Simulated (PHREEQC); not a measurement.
Make-up at 30 °C and 50 atm: 0.0017 mol/kgw FeCl3, 0.002 mol/kgw CaCl2 and 7.7e-05 mol/kgw Na2SO4. Closed to the air; pH follows from the charge balance.

Equilibrium calculation in PHREEQC: ion-association model, phreeqc.dat.

Problem. The ionic strength comes out as 0.0134 mol/kgw. What activity coefficients do Fe+3, Na+, Cl-, HSO4-, FeSO4+ get?

Solution. Fe+3 0.40, Na+ 0.89, Cl- 0.89, HSO4- 0.89, FeSO4+ 0.89.

This is a speciation only: nothing precipitates in the calculation. Saturation is exceeded, for instance for Hematite (slow to form), Goethite (slow to form); the values hold only as long as no solid forms. Under pressure, the constants of complexes without a molar volume in the database are unreliable.
